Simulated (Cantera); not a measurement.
Input: 1 mol Ta2O5, 0.39 mol CH4, 0.017 mol CO, at 1.00 Torr.

These are equilibrium values from Cantera (NASA tables, ideal gas, pure condensed phases), not measurements of a reactor. Candidate condensed phases: C, C6H6, C7H8, C8H18, H2O, Ta, TaC, Ta2O5; 113 gas species. Mutual solubility and eutectic melting of coexisting phases are not modelled. TaC: taken at fixed stoichiometry. Condensed phases not in the tables: Ta2C, N, O or C dissolved in the metal. Equilibrium is a limit: real reactors are often held back by kinetics, nucleation or transport.

### Question
At 1848 K, list the 5 most abundant gas species with their mole fractions, and the condensed phases.

### Answer
H2 0.667, CO 0.320, H 0.0119, H2O 0.000593, CO2 7.10e-5. Condensed: Ta(s) + TaC(s) + Ta2O5(s).
